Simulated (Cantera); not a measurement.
Mixture: CH₄ : O₂ : N₂ : H₂O = 1 : 3.03 : 11.4 : 2.8 (molar parts), equivalence ratio 0.66, at 760 Torr, adiabatic and at constant volume. Ignition delay is the time to a rise of 400 K.

Model: GRI-Mech 3.0 (53 species, 325 reactions), integrated in Cantera.

Q: What does this change do: H2O 2.8 to 0.94 parts?

A: 
```tsv
quantity	before	after
delay at 1050 K	0.427 s	0.389 s
delay at 1100 K	0.199 s	0.175 s
delay at 1150 K	95.9 ms	82.1 ms
delay at 1200 K	47.9 ms	39.9 ms
delay at 1250 K	24.6 ms	20.1 ms
delay at 1300 K	13.0 ms	10.4 ms
delay at 1350 K	6.98 ms	5.60 ms
apparent activation energy between 1250 and 1350 K	180 kJ/mol	180 kJ/mol
```
